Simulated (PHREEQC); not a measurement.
Dissolve 0.46 mol/kgw CuCl2, 0.00022 mol/kgw HCl and 0.0012 mol/kgw H3BO3 at 25 °C. Closed to the air; pH follows from the charge balance.

Model: ion-association model, phreeqc.dat, run in PHREEQC.

| quantity | before | after |
|---|---|---|
| pH | 3.73 | 4.17 |
| ionic strength (mol/kgw) | 1.07 | 0.252 |
| Cl- (mol/kgw) | 0.759 | 0.172 |
| Cu+2 (mol/kgw) | 0.314 | 0.0802 |
| CuCl+ (mol/kgw) | 0.131 | 0.0113 |
| CuCl2 (mol/kgw) | 0.0151 | 0.000481 |

Task: Which change was made?
A. CuCl2 from 0.46 to 0.414 mol/kgw
B. H3BO3 left out
C. temperature from 25 to 80 °C
D. CuCl2 from 0.46 to 0.23 mol/kgw
E. diluted 5-fold with water

Result: E, diluted 5-fold with water

Precipitation was switched off in this run. The ionic strength passes 0.7 mol/kgw, the rough limit of the ion-association models, in before.
